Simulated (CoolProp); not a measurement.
Vapour-liquid equilibrium of propylene (1) + R22 (2) at 321.7 K; x and y are mole fractions of (1).

Model: multi-fluid Helmholtz-energy mixture model, Lemmon 2013 and Kamei 1995; pair parameters Bell 2016, in CoolProp.

```json
[
 {"x": "0.05", "bubble pressure (bar)": "19.11", "y at the bubble point": "0.061", "dew pressure at overall composition x (bar)": "19.06", "liquid density (mol/L)": "12.47"},
 {"x": "0.15", "bubble pressure (bar)": "19.67", "y at the bubble point": "0.172", "dew pressure at overall composition x (bar)": "19.56", "liquid density (mol/L)": "12.24"},
 {"x": "0.25", "bubble pressure (bar)": "20.10", "y at the bubble point": "0.275", "dew pressure at overall composition x (bar)": "20.00", "liquid density (mol/L)": "12.02"},
 {"x": "0.35", "bubble pressure (bar)": "20.42", "y at the bubble point": "0.371", "dew pressure at overall composition x (bar)": "20.36", "liquid density (mol/L)": "11.81"},
 {"x": "0.45", "bubble pressure (bar)": "20.63", "y at the bubble point": "0.464", "dew pressure at overall composition x (bar)": "20.61", "liquid density (mol/L)": "11.63"},
 {"x": "0.55", "bubble pressure (bar)": "20.75", "y at the bubble point": "0.555", "dew pressure at overall composition x (bar)": "20.74", "liquid density (mol/L)": "11.46"},
 {"x": "0.65", "bubble pressure (bar)": "20.75", "y at the bubble point": "0.647", "dew pressure at overall composition x (bar)": "20.75", "liquid density (mol/L)": "11.32"},
 {"x": "0.75", "bubble pressure (bar)": "20.66", "y at the bubble point": "0.741", "dew pressure at overall composition x (bar)": "20.64", "liquid density (mol/L)": "11.19"},
 {"x": "0.85", "bubble pressure (bar)": "20.45", "y at the bubble point": "0.839", "dew pressure at overall composition x (bar)": "20.42", "liquid density (mol/L)": "11.08"},
 {"x": "0.95", "bubble pressure (bar)": "20.12", "y at the bubble point": "0.944", "dew pressure at overall composition x (bar)": "20.10", "liquid density (mol/L)": "10.99"}
]
```

y crosses x between x = 0.55 and 0.65: the model has an azeotrope there.

The pair parameters rest on a limited set of measurements; away from them the model extrapolates.
